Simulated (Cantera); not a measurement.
Charge: 1 mol Ta, 0.58 mol H2O, a varied amount of H2, held at 101000 Pa.

Cantera equilibrium calculation (NASA polynomials, part measured and part estimated; ideal gas, pure solids and liquids). Candidate condensed phases: H2O, Ta, Ta2O5; 12 gas species. Mutual solubility and eutectic melting of coexisting phases are not modelled. Condensed phases not in the tables: N, O or C dissolved in the metal. Kinetics and transport are ignored.

Stable condensed phases, one row left out:

```
T in K \ n(H2) in mol
         3.7 5.5 8.2  12  18  27  40  60  89 130 200 290
   2425    A   A   A   A   A   A   A   A   B   B   B   B
   2350    A   A   A   A   A   A   A   A   A   B   B   B
   2275    A   A   A   A   A   A   A   A   A   B   B   B
   2125    A   A   A   A   A   A   A   A   A   A   B   B
   2050    A   A   A   A   A   A   A   A   A   A   A   B
   1975    A   A   A   A   A   A   A   A   A   A   A   A
   1900    A   A   A   A   A   A   A   A   A   A   A   A
   1825    A   A   A   A   A   A   A   A   A   A   A   A
```

A: Ta + Ta2O5; B: Ta.

Q: Give the row for 2200 K.

A: 3.7: Ta + Ta2O5; 5.5: Ta + Ta2O5; 8.2: Ta + Ta2O5; 12: Ta + Ta2O5; 18: Ta + Ta2O5; 27: Ta + Ta2O5; 40: Ta + Ta2O5; 60: Ta + Ta2O5; 89: Ta + Ta2O5; 130: Ta + Ta2O5; 200: Ta; 290: Ta.
